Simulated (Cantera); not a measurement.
Charge: 1 mol Si, a varied amount of Br2, 3.3 mol N2, at 1200 K and 0.690 bar.

Equilibrium computed with Cantera from the NASA thermochemical tables; the gas is ideal and each condensed phase is pure. Candidate condensed phases: Br2, Si, Si3N4; 13 gas species. N2 is the only nitrogen source here; it is nearly inert below about 1500 K, so the nitride shown seldom forms there in practice. The numbers say what is thermodynamically allowed, not how fast it happens.

Problem. What share of the Si ends up in condensed phases as a function of n(Br2) (mol), at 1, 1.2, 1.3, 1.5, 1.7, 1.9, 2.1, 2.4, 2.7, 3, 3.4, 3.9, 4.4?

Solution. 
```csv
n(Br2) (mol),Si condensed (%),as
1,50.0,Si3N4(s)
1.2,40.0,Si3N4(s)
1.3,35.0,Si3N4(s)
1.5,25.0,Si3N4(s)
1.7,15.0,Si3N4(s)
1.9,5.0,Si3N4(s)
2.1,0.0,-
2.4,0.0,-
2.7,0.0,-
3,0.0,-
3.4,0.0,-
3.9,0.0,-
4.4,0.0,-
```
